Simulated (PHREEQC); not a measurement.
A solution holds 4.5 mmol/kgw KOH, 0.1 mmol/kgw H4SiO4 and 1.5 mmol/kgw (CH3)4NCl, at 23 °C. Closed to the air; pH follows from the charge balance.

Equilibrium calculation in PHREEQC: ion-association model, phreeqc.dat.

```csv
quantity,before,after
pH,11.67,10.87
H3SiO4- (mol/kgw),9.53e-5,9.38e-5
H4SiO4 (mol/kgw),1.37e-6,3.76e-6
SI of Quartz (SiO2),-1.85,-1.78
```

### Question
What was changed between the two runs?
A) temperature from 23 to 75 °C
B) H4SiO4 from 0.0001 to 0.0002 mol/kgw
C) KOH from 0.0045 to 0.0009 mol/kgw
D) 6.2e-05 mol/kgw Na2CO3 added
E) temperature from 23 to 50 °C

### Answer
E, temperature from 23 to 50 °C

No solid was allowed to form. (CH3)4N+ isn't in the database: it is added as a free cation with an ion size of 4 Å. At this temperature some constants are extrapolated from 25 °C, and those without enthalpy data are left unchanged.
